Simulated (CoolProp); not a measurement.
Vapour-liquid equilibrium of R125 (1) + R227EA (2) at 0.248 MPa; x and y are mole fractions of (1).

Values from CoolProp's multi-fluid Helmholtz-energy mixture model, Lemmon 2005 and Lemmon 2016; pair parameters Bell 2016.

```csv
x,"bubble temperature, mixture model (K)","bubble temperature, Raoult's law (K)","y, mixture model","y, Raoult's law"
0.05,___,276.6,___,0.150
0.15,271.6,271.1,0.351,0.380
0.25,___,266.4,___,0.544
0.35,262.9,262.4,0.638,0.664
0.45,259.3,258.9,0.733,0.754
0.55,256.1,255.8,0.808,0.824
0.65,253.2,253.0,0.866,0.879
0.75,250.7,250.5,0.914,0.923
0.85,248.3,248.2,0.953,0.958
0.95,246.2,246.2,___,0.987
```

Task: Complete the blanks.

Result: 
- 0.05, bubble temperature, mixture model (K): 276.9
- 0.05, y, mixture model: 0.134
- 0.25, bubble temperature, mixture model (K): 267.0
- 0.25, y, mixture model: 0.514
- 0.95, y, mixture model: 0.985

The largest gap from Raoult's law is +0.6 K in bubble temperature, at x = 0.25. No azeotrope shows between x = 0.05 and 0.95.

The pair parameters rest on a limited set of measurements; away from them the model extrapolates.
